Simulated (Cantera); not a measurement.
A perfectly stirred reactor is fed with H2 : O2 = 0.33 : 1 (molar parts), equivalence ratio 0.17, at 20.0 Torr; it is held at 950 K, and followed from long to short residence time.

Computed with Cantera and the H2/O2 subset of GRI-Mech 3.0, which has no nitrogen chemistry. Radical loss at walls, strong at low pressure, is not modelled. The temperature is held fixed by assumption; the heat of reaction is taken as removed at once.

One state of this run: x H2 = 0.00363; x O2 = 0.716; x OH = 0.000468; x H = 0.000205; x H2O2 = 1.14e-6; x HO2 = 2.45e-5; x H2O = 0.279. x: mole fraction; the columns are a selection and need not sum to one.

Q: Which value of τ (s) does it belong to?
A. 1.5
B. 5.4
C. 0.41
D. 0.0085

A: C, 0.41
